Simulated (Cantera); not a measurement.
Input: 1 mol c-C4F8, 9.6 mol H2, held at 1225 K and 1.00 bar.

Method: chemical equilibrium by Gibbs-energy minimisation in Cantera with the NASA 1993 tables (ideal gas, pure condensed phases). Candidate condensed phases: C, C6H6, C7H8, C8H18; 95 gas species. The feed counts by its element totals alone. Equilibrium is a limit: real reactors are often held back by kinetics, nucleation or transport.

Base state: HF 0.590, H2 0.408, CH4 0.00219 (mole fractions); condensed: C(graphite).

### Question
What changes in the equilibrium state with this change: temperature from 1225 K to 1925 K?

### Answer
```json
[
 {"species": "HF", "before": "0.590", "after": "0.588"},
 {"species": "H2", "before": "0.408", "after": "0.411"},
 {"species": "H", "before": "1.99e-7", "after": "0.000613"},
 {"species": "CH4", "before": "0.00219", "after": "8.82e-5"},
 {"species": "C2H2 (acetylene)", "before": "6.63e-8", "after": "0.000188"},
 {"species": "C(graphite), mol", "before": "3.97", "after": "3.99"}
]
```

### Question
What changes in the equilibrium state with this change: pressure from 1.00 bar to 0.0360 bar?

### Answer
```
species            before    after
----------------  -------  -------
HF                  0.590    0.588
H2                  0.408    0.412
CH4               0.00219  8.01e-5
C(graphite), mol     3.97     4.00
```
